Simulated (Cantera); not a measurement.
Stirred combustor or abatement burner

A perfectly stirred reactor is fed with CH4 : O2 : N2 : CO2 = 1 : 3.08 : 11.6 : 2.5 (molar parts), at 578 Torr; it is adiabatic with a 600 K inlet, and is followed from long to short residence time, starting on the burning branch (τ in s: 0.12, 0.05, 0.021, 0.0088, 0.0037, 0.0015, 0.00065, 0.00027, 0.00012, 4.8e-05, 2e-05, 8.6e-06, 3.6e-06).

Detailed kinetics in Cantera: GRI-Mech 3.0 (53 species, 325 reactions).

```json
[
 {"τ (s)": "0.12", "T (K)": "1724", "x CH4": "1.20e-5", "x O2": "0.0596", "x CO2": "0.191", "x H2O": "0.109", "x N2O": "3.59e-7", "x OH": "0.00107", "x NO": "9.50e-6"},
 {"τ (s)": "0.050", "T (K)": "1716", "x CH4": "2.10e-5", "x O2": "0.0599", "x CO2": "0.190", "x H2O": "0.109", "x N2O": "4.12e-7", "x OH": "0.00138", "x NO": "8.13e-6"},
 {"τ (s)": "0.021", "T (K)": "1703", "x CH4": "3.71e-5", "x O2": "0.0604", "x CO2": "0.189", "x H2O": "0.108", "x N2O": "4.09e-7", "x OH": "0.00175", "x NO": "6.77e-6"},
 {"τ (s)": "0.0088", "T (K)": "1683", "x CH4": "6.69e-5", "x O2": "0.0613", "x CO2": "0.187", "x H2O": "0.108", "x N2O": "3.67e-7", "x OH": "0.00216", "x NO": "5.63e-6"},
 {"τ (s)": "0.0037", "T (K)": "1654", "x CH4": "0.000125", "x O2": "0.0626", "x CO2": "0.184", "x H2O": "0.106", "x N2O": "3.09e-7", "x OH": "0.00255", "x NO": "4.79e-6"},
 {"τ (s)": "0.0015", "T (K)": "1611", "x CH4": "0.000257", "x O2": "0.0649", "x CO2": "0.179", "x H2O": "0.105", "x N2O": "2.48e-7", "x OH": "0.00284", "x NO": "3.94e-6"},
 {"τ (s)": "0.00065", "T (K)": "1556", "x CH4": "0.000577", "x O2": "0.0684", "x CO2": "0.172", "x H2O": "0.103", "x N2O": "1.91e-7", "x OH": "0.00283", "x NO": "2.80e-6"},
 {"τ (s)": "0.00027", "T (K)": "600", "x CH4": "0.0550", "x O2": "0.169", "x CO2": "0.138", "x H2O": "<1e-12", "x N2O": "<1e-12", "x OH": "<1e-12", "x NO": "<1e-12"},
 {"τ (s)": "0.00012", "T (K)": "600", "x CH4": "0.0550", "x O2": "0.169", "x CO2": "0.138", "x H2O": "<1e-12", "x N2O": "<1e-12", "x OH": "<1e-12", "x NO": "<1e-12"},
 {"τ (s)": "4.8e-5", "T (K)": "600", "x CH4": "0.0550", "x O2": "0.169", "x CO2": "0.138", "x H2O": "<1e-12", "x N2O": "<1e-12", "x OH": "<1e-12", "x NO": "<1e-12"},
 {"τ (s)": "2.0e-5", "T (K)": "600", "x CH4": "0.0550", "x O2": "0.169", "x CO2": "0.138", "x H2O": "<1e-12", "x N2O": "<1e-12", "x OH": "<1e-12", "x NO": "<1e-12"},
 {"τ (s)": "8.6e-6", "T (K)": "600", "x CH4": "0.0550", "x O2": "0.169", "x CO2": "0.138", "x H2O": "<1e-12", "x N2O": "<1e-12", "x OH": "<1e-12", "x NO": "<1e-12"},
 {"τ (s)": "3.6e-6", "T (K)": "600", "x CH4": "0.0550", "x O2": "0.169", "x CO2": "0.138", "x H2O": "<1e-12", "x N2O": "<1e-12", "x OH": "<1e-12", "x NO": "<1e-12"}
]
```
x: mole fraction; the columns are a selection and need not sum to one.
